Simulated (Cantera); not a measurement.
Input (Python, Cantera) and output of one run.

```python
import numpy as np
import cantera as ct

gas_names = """
    CL CL2 H HCL H2 Si SiCL SiCL2 SiCL3 SiCL4 SiH SiHCL3 SiH2 SiH2CL2 SiH3 SiH3CL SiH4 Si2 Si3
""".split()
cond_names = """
    Si(cr) Si(L)
""".split()


def load(file, names, dense=False):
    # The tables refer to 1 bar. Condensed volumes are neglected.
    table = {s.name: s for s in ct.Species.list_from_file(file)}
    out = []
    for n in names:
        d = dict(table[n].input_data)
        d["thermo"] = dict(d["thermo"], **{"reference-pressure": 1e5})
        if dense:
            d["equation-of-state"] = {"model": "constant-volume", "density": "1e6 g/cm^3"}
        out.append(ct.Species.from_dict(d))
    return out


gas = ct.Solution(thermo="ideal-gas", species=load("nasa_gas.yaml", gas_names))
cond = {s.name: ct.Solution(thermo="fixed-stoichiometry", species=[s], name=s.name)
        for s in load("nasa_condensed.yaml", cond_names, dense=True)}
atoms = {
    'SiCl4': {'Si': 1, 'CL': 4},
    'HCl': {'H': 1, 'CL': 1},
    'H2': {'H': 2},
    'Cl2': {'CL': 2},
}
top_T = {}  # K; cautious upper limits of use, not melting points


def equilibrate(T, P, feed):
    n = {}
    for name, mol in feed.items():
        for a, k in atoms[name].items():
            n[a] = n.get(a, 0.0) + k * mol
    gas.TPX = T, P, n
    mass = sum(n.values()) * gas.mean_molecular_weight
    gas.equilibrate("TP")
    valid = [c for c in cond.values() if c.min_temp <= T <= top_T.get(c.name, c.max_temp)]
    mix = ct.Mixture([(gas, mass / gas.mean_molecular_weight)] + [(c, 0.0) for c in valid])
    mix.T, mix.P = T, P
    mix.equilibrate("TP", solver="vcs", rtol=1e-11, max_steps=5000)
    return mix


results = []
feed = {'SiCl4': 1, 'HCl': 0.95, 'H2': 7.3, 'Cl2': 0.94}  # mol
P = 69000  # Pa
for T in [1225, 1275, 1325, 1375, 1425, 1475, 1525]:
    mix = equilibrate(T, P, feed)
    results.append((T, P, feed, dict(zip(mix.species_names, mix.species_moles))))
    x = sorted(zip(gas.X, gas.species_names), reverse=True)
    print(f"T = {T:g} K  P = {P:g} Pa  gas = {mix.phase_moles(0):.4g} mol")
    print("   x: " + "  ".join(f"{s} {v:.3e}" for v, s in x if v > 1e-06))
    print("   condensed (mol): " + ("  ".join(f"{mix.phase(i).name} {mix.phase_moles(i):.4g}"
          for i in range(1, mix.n_phases) if mix.phase_moles(i) > 1e-12) or "none"))
```

Result:

```
T = 1225 K  P = 69000 Pa  gas = 10.2 mol
   x: H2 6.162e-01  HCL 2.858e-01  SiCL4 8.997e-02  SiHCL3 6.052e-03  SiCL3 1.699e-03  SiCL2 2.536e-04  SiH2CL2 5.437e-05
   condensed (mol): none
T = 1275 K  P = 69000 Pa  gas = 10.21 mol
   x: H2 6.128e-01  HCL 2.893e-01  SiCL4 8.655e-02  SiHCL3 7.401e-03  SiCL3 3.132e-03  SiCL2 7.372e-04  SiH2CL2 8.773e-05
   condensed (mol): none
T = 1325 K  P = 69000 Pa  gas = 10.24 mol
   x: H2 6.078e-01  HCL 2.945e-01  SiCL4 8.168e-02  SiHCL3 8.631e-03  SiCL3 5.342e-03  SiCL2 1.898e-03  SiH2CL2 1.309e-04  H 1.535e-06
   condensed (mol): none
T = 1375 K  P = 69000 Pa  gas = 10.28 mol
   x: H2 6.005e-01  HCL 3.022e-01  SiCL4 7.494e-02  SiHCL3 9.499e-03  SiCL3 8.378e-03  SiCL2 4.303e-03  SiH2CL2 1.784e-04  H 3.197e-06  CL 1.332e-06
   condensed (mol): none
T = 1425 K  P = 69000 Pa  gas = 10.34 mol
   x: H2 5.903e-01  HCL 3.130e-01  SiCL4 6.617e-02  SiCL3 1.200e-02  SiHCL3 9.765e-03  SiCL2 8.554e-03  SiH2CL2 2.200e-04  H 6.309e-06  CL 2.739e-06  SiH3CL 1.433e-06
   condensed (mol): none
T = 1475 K  P = 69000 Pa  gas = 10.43 mol
   x: H2 5.774e-01  HCL 3.267e-01  SiCL4 5.576e-02  SiCL3 1.564e-02  SiCL2 1.493e-02  SiHCL3 9.326e-03  SiH2CL2 2.448e-04  H 1.186e-05  CL 5.439e-06  SiH3CL 1.877e-06
   condensed (mol): none
T = 1525 K  P = 69000 Pa  gas = 10.53 mol
   x: H2 5.626e-01  HCL 3.424e-01  SiCL4 4.465e-02  SiCL2 2.312e-02  SiCL3 1.864e-02  SiHCL3 8.292e-03  SiH2CL2 2.481e-04  H 2.136e-05  CL 1.043e-05  SiH3CL 2.189e-06
   condensed (mol): none
```

These are equilibrium values from Cantera (NASA tables, ideal gas, pure condensed phases), not measurements of a reactor. The tables' values for SiCl3 are old estimates; treat these amounts as uncertain.
